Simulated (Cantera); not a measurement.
A closed system holds: 1 mol SiCl4, a varied amount of H2, equilibrated at 1750 °C and 1.33 mbar.

These are equilibrium values from Cantera (NASA tables, ideal gas, pure condensed phases), not measurements of a reactor. Candidate condensed phases: Si; 19 gas species. The tables' values for SiCl, SiCl3 are old estimates; treat these amounts as uncertain. Gases not in the tables: Si2H6 and higher silanes. Kinetics and transport are ignored.

x: gas mole fraction; nothing condenses.

```tsv
n(H2) (mol)	x H2	x HCl	x SiCl2	x H	x Cl	x Si
2.1	0.256	0.449	0.224	0.0263	0.0343	0.00519
2.8	0.348	0.395	0.187	0.0307	0.0258	0.00765
3.9	(withheld)	(withheld)	(withheld)	(withheld)	(withheld)	(withheld)
5.3	0.535	0.281	0.111	0.0381	0.0148	0.0139
7.3	0.612	0.233	0.0805	0.0407	0.0115	0.0167
10	0.676	0.192	0.0558	0.0428	0.00904	0.0187
14	0.733	(withheld)	(withheld)	0.0445	(withheld)	0.0196
19	0.775	0.128	0.0225	0.0458	0.00562	0.0194
26	0.811	0.104	0.0132	0.0468	0.00444	0.0182
```

Some entries are withheld; supply them.


- 3.9, x H2: 0.450
- 3.9, x HCl: 0.333
- 3.9, x SiCl2: 0.146
- 3.9, x H: 0.0349
- 3.9, x Cl: 0.0192
- 3.9, x Si: 0.0108
- 14, x HCl: 0.156
- 14, x SiCl2: 0.0357
- 14, x Cl: 0.00704
